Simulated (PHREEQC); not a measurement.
A column of 0.5 m (30 cells, dispersivity 0.04 m, 3600 s a shift, diffusion coefficient 3e-10 m²/s) holds 0.00089 eq of the database's cation exchanger X per kg of pore water, first in equilibrium with 0.092 mol NH4Cl, 0.019 mol MnCl2 and 1e-05 mol HCl per kg of water. It is flushed with 0.00075 mol/kgw NH4Cl, 0.001 mol/kgw NaCl and 1e-05 mol/kgw HCl, at 25 °C. Values are for the last cell. No CO2 enters from the air. No solid was allowed to form.

Computed with PHREEQC (ion-association model, phreeqc.dat).

```csv
pore volumes,Na in solution (mol/kgw),Mn in solution (mol/kgw),NH4 in solution (mol/kgw),Cl in solution (mol/kgw),NaX on the exchanger (mol/kgw)
0,0,0.0190,0.0920,0.130,0
0.4167,1.53e-5,0.0187,0.0906,0.128,2.89e-8
0.95,0.000516,0.00890,0.0446,0.0629,1.67e-6
1.35,0.000818,0.00298,0.0163,0.0231,5.39e-6
1.75,0.000921,0.000820,0.00548,0.00805,1.28e-5
2.283,0.000945,?,0.00162,0.00287,?
2.683,0.000954,6.35e-5,?,0.00205,?
3.083,0.000967,4.14e-5,0.000775,0.00184,6.21e-5
3.617,0.000980,3.14e-5,0.000719,0.00177,7.11e-5
4.017,0.000985,2.74e-5,0.000714,0.00176,7.56e-5
```

Q: Some entries are withheld; supply them.

A: 
- 2.283, Mn in solution (mol/kgw): 0.000149
- 2.283, NaX on the exchanger (mol/kgw): 3.22e-5
- 2.683, NH4 in solution (mol/kgw): 0.000961
- 2.683, NaX on the exchanger (mol/kgw): 4.98e-5

Species that the database lacks are ignored.
